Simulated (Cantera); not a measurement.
Charge: 1 mol Si₃N₄, 0.0048 mol H₂O, a varied amount of N₂, at 1.33 mbar.

Method: chemical equilibrium by Gibbs-energy minimisation in Cantera with the NASA 1993 tables (ideal gas, pure condensed phases). Candidate condensed phases: H₂O, Si, SiO₂, Si₂N₂O, Si₃N₄; 35 gas species. Mutual solubility and eutectic melting of coexisting phases are not modelled. Kinetics and transport are ignored.

Stable condensed phases, one row left out:

```
T in K \ n(N₂) in mol
           2 4.1 8.6  18  37  77 160 330 680
   2125    A   A   A   B   B   B   B   B   B
   2025    A   A   A   A   A   B   B   B   B
   1925    A   A   A   A   A   A   A   B   B
   1725    A   A   A   A   A   A   A   A   A
   1625    C   C   C   C   C   C   C   C   C
   1525    D   D   D   C   C   C   C   C   C
   1425    D   D   D   D   D   D   D   C   C
   1325    D   D   D   D   D   D   D   D   D
   1225    D   D   D   D   D   D   D   D   D
   1125    D   D   D   D   D   D   D   D   D
   1025    D   D   D   D   D   D   D   D   D
```

A: Si; B: gas only; C: Si₃N₄; D: Si₂N₂O + Si₃N₄.

Problem. Give the row for 1825 K.

Solution. 2: Si; 4.1: Si; 8.6: Si; 18: Si; 37: Si; 77: Si; 160: Si; 330: Si; 680: Si.
